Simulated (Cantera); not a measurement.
Input: 1 mol Si, 0.23 mol N₂O, 450 mol H₂, 0.082 mol CO₂, equilibrated at 15000 Pa.

Equilibrium computed with Cantera from the NASA thermochemical tables; the gas is ideal and each condensed phase is pure. Candidate condensed phases: C, C₆H₆, C₇H₈, C₈H₁₈, H₂O, Si, SiC, SiO₂, Si₂N₂O, Si₃N₄; 151 gas species. Mutual solubility and eutectic melting of coexisting phases are not modelled. Kinetics and transport are ignored.

**Question.** At 1498 K, list the 3 most abundant gas species with their mole fractions, and the condensed phases.

**Answer.** H₂ 1.000, SiO 0.000359, H 4.44e-5. Condensed: Si(s) + SiC(s) + Si₂N₂O(s).
